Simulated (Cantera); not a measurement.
## Diamond growth

A diamond (100) surface in a fixed gas of H2 with x(CH4) = 0.018, x(H) = 0.017, x(CH3) = 0.00074, 3100 Pa; coverages are run to steady state.

Model: the Harris–Goodwin 1993 mechanism for the reconstructed diamond (100) surface, integrated in Cantera.

| T (K) | growth (µm/h) | θ c6HH | θ c6H* | θ c6*H | θ c6** | θ c6HM |
|---|---|---|---|---|---|---|
| 900 | 6.87 | 0.662 | 0.0101 | 0.280 | 0.00417 | 0.0351 |
| 950 | 9.13 | 0.620 | 0.0137 | 0.323 | 0.00642 | 0.0281 |
| 1000 | 11.6 | 0.579 | 0.0178 | 0.363 | 0.00940 | 0.0226 |
| 1050 | 13.9 | 0.539 | 0.0224 | 0.400 | 0.0132 | 0.0178 |
| 1100 | 15.2 | 0.501 | 0.0274 | 0.433 | 0.0179 | 0.0133 |
| 1150 | 14.6 | 0.467 | 0.0327 | 0.462 | 0.0236 | 0.00886 |
| 1200 | 11.9 | 0.435 | 0.0382 | 0.488 | 0.0302 | 0.00495 |
| 1250 | 8.85 | 0.405 | 0.0438 | 0.509 | 0.0376 | 0.00235 |
| 1300 | 6.89 | 0.377 | 0.0493 | 0.525 | 0.0458 | 0.00102 |
| 1350 | 6.15 | 0.352 | 0.0546 | 0.537 | 0.0547 | 0.000424 |
| 1400 | 6.01 | 0.329 | 0.0598 | 0.546 | 0.0642 | 0.000175 |
θ: site fractions in the mechanism's names (c6HH fully hydrogenated, c6H* and c6*H radical sites, c6** diradical, c6HM methylated).
